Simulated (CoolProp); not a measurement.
Properties of propylene along the isobar 5.1 MPa.

The numbers come from the reference Helmholtz-energy equation of state, Lemmon 2013 in CoolProp.

| T (°C) | phase | conductivity (mW/(m K)) | fugacity coefficient |
|---|---|---|---|
| 21.75 | liquid | 117 | 0.2016 |
| 42.35 | liquid | 107 | 0.3034 |
| 62.85 | liquid | 96.2 | 0.4238 |
| 83.45 | liquid | 83.7 | 0.5559 |
| 103.95 | supercritical | 52.3 | 0.6675 |
| 124.45 | supercritical | 42.9 | 0.7251 |
| 145.05 | supercritical | 42.3 | 0.7683 |
| 165.55 | supercritical | 43.4 | 0.8026 |
| 186.15 | supercritical | 45.4 | 0.8310 |
| 206.65 | supercritical | 47.8 | 0.8547 |
| 227.25 | supercritical | 50.4 | 0.8748 |
| 247.75 | supercritical | 53.2 | 0.8919 |
| 268.35 | supercritical | 56.2 | 0.9067 |
| 288.85 | supercritical | 59.3 | 0.9194 |

Thermal conductivity comes from a separate model (Huber 2003), an estimate that may be off by 10 % or more.
